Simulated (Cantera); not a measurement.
**Equilibrium for abatement and gas-phase synthesis: SO2 + H2O + H2**

Feed: 1 mol SO2, 1.3 mol H2O, 14 mol H2, equilibrated at 1 atm.

Cantera equilibrium calculation (NASA polynomials, part measured and part estimated; ideal gas, pure solids and liquids). Candidate condensed phases: H2O, H2SO4, S; 19 gas species. Gases not in the tables: S3 to S7. Kinetics and transport are ignored.

```json
[
 {"T (K)": "900", "x H2": "0.719", "x H2O": "0.216", "x H2S": "0.0654", "x S2": "4.02e-8", "x SH": "5.14e-8", "x H": "9.85e-11", "x SO": "<1e-12"},
 {"T (K)": "1000", "x H2": "0.719", "x H2O": "0.216", "x H2S": "0.0654", "x S2": "4.42e-7", "x SH": "4.62e-7", "x H": "1.91e-9", "x SO": "3.92e-11"},
 {"T (K)": "1100", "x H2": "0.719", "x H2O": "0.216", "x H2S": "0.0654", "x S2": "3.17e-6", "x SH": "2.79e-6", "x H": "2.18e-8", "x SO": "8.28e-10"},
 {"T (K)": "1200", "x H2": "0.719", "x H2O": "0.216", "x H2S": "0.0653", "x S2": "1.64e-5", "x SH": "1.25e-5", "x H": "1.66e-7", "x SO": "1.06e-8"},
 {"T (K)": "1300", "x H2": "0.719", "x H2O": "0.216", "x H2S": "0.0652", "x S2": "6.57e-5", "x SH": "4.45e-5", "x H": "9.32e-7", "x SO": "9.17e-8"},
 {"T (K)": "1400", "x H2": "0.719", "x H2O": "0.216", "x H2S": "0.0648", "x S2": "0.000215", "x SH": "0.000132", "x H": "4.10e-6", "x SO": "5.83e-7"},
 {"T (K)": "1500", "x H2": "0.720", "x H2O": "0.216", "x H2S": "0.0638", "x S2": "0.000587", "x SH": "0.000333", "x H": "1.48e-5", "x SO": "2.87e-6"},
 {"T (K)": "1600", "x H2": "0.721", "x H2O": "0.215", "x H2S": "0.0618", "x S2": "0.00136", "x SH": "0.000736", "x H": "4.59e-5", "x SO": "1.13e-5"},
 {"T (K)": "1700", "x H2": "0.723", "x H2O": "0.215", "x H2S": "0.0582", "x S2": "0.00268", "x SH": "0.00144", "x H": "0.000124", "x SO": "3.69e-5"},
 {"T (K)": "1800", "x H2": "0.725", "x H2O": "0.214", "x H2S": "0.0531", "x S2": "0.00453", "x SH": "0.00250", "x H": "0.000303", "x SO": "0.000101"},
 {"T (K)": "1900", "x H2": "0.728", "x H2O": "0.213", "x H2S": "0.0470", "x S2": "0.00664", "x SH": "0.00393", "x H": "0.000673", "x SO": "0.000238"},
 {"T (K)": "2000", "x H2": "0.731", "x H2O": "0.212", "x H2S": "0.0404", "x S2": "0.00865", "x SH": "0.00568", "x H": "0.00138", "x SO": "0.000493"},
 {"T (K)": "2100", "x H2": "0.733", "x H2O": "0.210", "x H2S": "0.0340", "x S2": "0.0102", "x SH": "0.00766", "x H": "0.00265", "x SO": "0.000920"},
 {"T (K)": "2200", "x H2": "0.735", "x H2O": "0.208", "x H2S": "0.0283", "x S2": "0.0113", "x SH": "0.00973", "x H": "0.00480", "x SO": "0.00157"}
]
```
x: gas mole fraction; nothing condenses.

From 900 K to 2200 K nothing is condensed.
